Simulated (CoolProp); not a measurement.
The numbers come from the reference Helmholtz-energy equation of state, Gao 2020 in CoolProp.

Give the vapour pressure (MPa), liquid cp (kJ/(kg K)), vapour viscosity (µPa s) of saturated ammonia at -52.55, 34.45, 67.05 °C.


| T (°C) | p (MPa) | liquid cp (kJ/(kg K)) | vapour viscosity (µPa s) |
|---|---|---|---|
| -52.55 | 0.0350 | 4.39 | 7.50 |
| 34.45 | 1.33 | 4.87 | 10.1 |
| 67.05 | 3.09 | 5.40 | 11.3 |

Viscosity comes from a separate model (Fenghour 1995).
